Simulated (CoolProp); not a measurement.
Tetrahydrofuran at 293.15 K and 0.295 MPa is throttled through a valve to 0.0567 MPa with no heat exchange. Each further row changes one setting.

Computed with CoolProp (reference Helmholtz-energy equation of state, Fiedler 2023).

```csv
case,temperature change (K),final phase,final density (kg/m³)
as stated,+0.1,liquid,887
outlet pressure 0.017 MPa,-0.4,"two-phase, vapour fraction 0.002",209
outlet pressure 0.0737 MPa,+0.1,liquid,887
```
